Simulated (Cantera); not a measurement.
Charge: 1 mol MgSO₄, 0.057 mol H₂, 0.21 mol O₂, 2.1 mol CO₂, equilibrated at 1127 °C and 0.0100 bar.

These are equilibrium values from Cantera (NASA tables, ideal gas, pure condensed phases), not measurements of a reactor. Candidate condensed phases: C, C₆H₆, C₇H₈, C₈H₁₈, H₂O, H₂SO₄, Mg, MgCO₃, MgO, Mg(OH)₂, MgS, MgSO₄, S; 130 gas species. Rates play no part.

Base state: CO₂ 0.547, SO₂ 0.260, O₂ 0.177, H₂O 0.0148, SO₃ 0.000708, OH 3.59e-5, CO 1.27e-5 (mole fractions); condensed: MgO(s).

Problem. What changes in the equilibrium state with this change: temperature from 1127 °C to 700 °C?

Solution. 
| species | before | after |
|---|---|---|
| CO₂ | 0.547 | 0.894 |
| O₂ | 0.177 | 0.0787 |
| H₂O | 0.0148 | 0.0243 |
| SO₂ | 0.260 | 0.00287 |
| CO | 1.27e-5 | <1e-9 |
| OH | 3.59e-5 | 8.15e-8 |
| SO₃ | 0.000708 | 0.000202 |
| MgO(s), mol | 1.00 | 0.00722 |
| MgSO₄(s), mol | 0 | 0.993 |

Problem. What changes in the equilibrium state with this change: temperature from 1127 °C to 825 °C?

Solution. 
```csv
species,before,after
CO₂,0.547,0.549
SO₂,0.260,0.255
O₂,0.177,0.175
SO₃,0.000708,0.00675
H₂O,0.0148,0.0149
CO,1.27e-5,1.66e-8
OH,3.59e-5,7.69e-7
"MgO(s), mol",1.00,1.00
```
